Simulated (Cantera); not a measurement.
An isothermal, constant-pressure homogeneous reactor starts with H2 : O2 = 0.046 : 1 (molar parts), at 1200 K and 20.0 Torr.

Cantera simulation using GRI-Mech 3.0 (53 species, 325 reactions); the numbers are that mechanism's predictions, not measurements. Radical loss at walls, strong at low pressure, is not modelled. The temperature is held fixed by assumption; the heat of reaction is taken as removed at once.

One state of this run: x H2 = 1.06e-5; x O2 = 0.954; x H2O2 = 5.96e-8; x H = 1.06e-5; x HO2 = 8.35e-7. x: mole fraction; the columns are a selection and need not sum to one.

Problem. Which value of t (s) does it belong to?
A) 0.559
B) 0.00140
C) 0.00626
D) 0.125

Solution. D, 0.125
